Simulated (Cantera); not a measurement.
What does this Cantera script print?

```python
import numpy as np
import cantera as ct

gas_names = [...]  # 109 gases of nasa_gas.yaml made of C, Cl, H, Si
cond_names = """
    C(gr) C6H6(L) C7H8(L) C8H18(L),n-octa Si(cr) Si(L) SiC(b)
""".split()


# ... load() reads the species with a 1 bar reference pressure and builds the phases ...
atoms = {
    'CH3SiCl3': {'C': 1, 'H': 3, 'Si': 1, 'CL': 3},
    'C2H4': {'C': 2, 'H': 4},
    'H2': {'H': 2},
}
top_T = {'C(gr)': 4500, 'SiC(b)': 3050}  # K; cautious upper limits of use, not melting points


# ... equilibrate(T, P, feed) seeds the gas with the atoms and calls Mixture.equilibrate('TP', solver="vcs", rtol=1e-11, max_steps=5000) ...
results = []
feed = {'CH3SiCl3': 1, 'C2H4': 0.72, 'H2': 46}  # mol
T = 2450  # K
P = 95000  # Pa
mix = equilibrate(T, P, feed)
results.append((T, P, feed, dict(zip(mix.species_names, mix.species_moles))))
print(gas.report(threshold=0.001))
for i in range(1, mix.n_phases):
    print(f"{mix.phase(i).name:16s} {mix.phase_moles(i):12.5e} mol")
```

Result:

```
       temperature   2450 K
          pressure   95000 Pa
           density   0.020037 kg/m^3
  mean mol. weight   4.2965 kg/kmol
   phase of matter   gas

                          1 kg             1 kmol
                     ---------------   ---------------
          enthalpy        1.6449e+07        7.0672e+07  J
   internal energy        1.1708e+07        5.0301e+07  J
           entropy             47296        2.0321e+05  J/K
    Gibbs function       -9.9426e+07       -4.2718e+08  J
 heat capacity c_p            8325.7             35771  J/K
 heat capacity c_v            6390.5             27456  J/K

                      mass frac. Y      mole frac. X     chem. pot. / RT
                     ---------------   ---------------   ---------------
    C2H2,acetylene          0.048274         0.0079656           -26.721
                 H         0.0046209          0.019696           -10.144
               HCL           0.47117          0.055525           -34.475
                H2           0.42843           0.91307           -20.288
             SiCL2          0.025383         0.0011017            -57.21
     [ +104 minor]          0.022124         0.0026442

C(gr)             7.27890e-01 mol
Si(L)             0.00000e+00 mol
SiC(b)            8.59756e-01 mol
```

These are equilibrium values from Cantera (NASA tables, ideal gas, pure condensed phases), not measurements of a reactor. The feed counts by its element totals alone. The tables' values for SiCl are old estimates; treat these amounts as uncertain. Gases not in the tables: Si2H6 and higher silanes.
